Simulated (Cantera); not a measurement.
Input: 1 mol SiF₄, a varied amount of NH₃, held at 1500 K and 0.133 bar.

Equilibrium computed with Cantera from the NASA thermochemical tables; the gas is ideal and each condensed phase is pure. Candidate condensed phases: Si, Si₃N₄; 37 gas species. Rates play no part.

**Question.** Which condensed phases are stable at each of these points (n(NH₃) (mol)): 0.16, 0.25, 0.39, 0.62, 0.96, 1.5, 2.3, 3.7, 5.7, 8.9, 14, 22?

**Answer.** 
```
n(NH₃) (mol)  condensed phases  Si condensed (%)
------------  ----------------  ----------------
0.16                  gas only               0.0
0.25                  gas only               0.0
0.39                  gas only               0.0
0.62                  gas only               0.0
0.96                  gas only               0.0
1.5                   gas only               0.0
2.3                   gas only               0.0
3.7                   gas only               0.0
5.7                   gas only               0.0
8.9                   gas only               0.0
14                    Si₃N₄(s)               0.6
22                    Si₃N₄(s)               2.0
```

From 0.16 mol NH₃ to 8.9 mol NH₃ nothing is condensed. From 14 mol NH₃ to 22 mol NH₃ the condensed part is Si₃N₄(s).
